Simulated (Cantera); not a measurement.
A Cantera script and its output.

```python
import numpy as np
import cantera as ct

gas = ct.Solution("gri30.yaml", transport_model="mixture-averaged")
show = ['O', 'CH4', 'H']

rows = []
print(f"{'T/K':>7s}{'rho':>11s}{'cp':>10s}{'mu':>11s}{'lambda':>11s}{'Pr':>7s}" + "".join(f"{'D_' + s:>11s}" for s in show))
for T in [400, 500, 600, 700, 800, 900, 1000, 1100]:
    gas.TPX = T, 2666, {'O2': 0.42}
    Pr = gas.cp_mass * gas.viscosity / gas.thermal_conductivity
    D = [gas.mix_diff_coeffs_mole[gas.species_index(s)] for s in show]
    rows.append([gas.density, gas.cp_mass, gas.viscosity, gas.thermal_conductivity, Pr, *D])
    print(f"{T:7g}{gas.density:11.4e}{gas.cp_mass:10.1f}{gas.viscosity:11.4e}"
          f"{gas.thermal_conductivity:11.4e}{Pr:7.3f}" + "".join(f"{d:11.4e}" for d in D))
print("SI units: kg/m3, J/kg/K, Pa s, W/m/K, m2/s")
```

It prints:

```
    T/K        rho        cp         mu     lambda     Pr        D_O      D_CH4        D_H
    400 2.5650e-02     941.4 2.5629e-05 3.3852e-02  0.713 2.0653e-03 1.4321e-03 8.0747e-03
    500 2.0520e-02     971.4 3.0045e-05 4.1143e-02  0.709 3.0245e-03 2.1120e-03 1.1913e-02
    600 1.7100e-02    1002.6 3.4077e-05 4.8204e-02  0.709 4.1180e-03 2.8885e-03 1.6297e-02
    700 1.4657e-02    1031.1 3.7824e-05 5.4969e-02  0.709 5.3373e-03 3.7550e-03 2.1189e-02
    800 1.2825e-02    1054.7 4.1353e-05 6.1440e-02  0.710 6.6754e-03 4.7063e-03 2.6560e-02
    900 1.1400e-02    1073.7 4.4705e-05 6.7643e-02  0.710 8.1268e-03 5.7384e-03 3.2387e-02
   1000 1.0260e-02    1090.2 4.7912e-05 7.3608e-02  0.710 9.6870e-03 6.8478e-03 3.8651e-02
   1100 9.3273e-03    1102.7 5.0995e-05 7.9365e-02  0.709 1.1352e-02 8.0318e-03 4.5336e-02
SI units: kg/m3, J/kg/K, Pa s, W/m/K, m2/s
```

Cantera simulation using GRI-Mech 3.0 (53 species, 325 reactions); the numbers are that mechanism's predictions, not measurements.
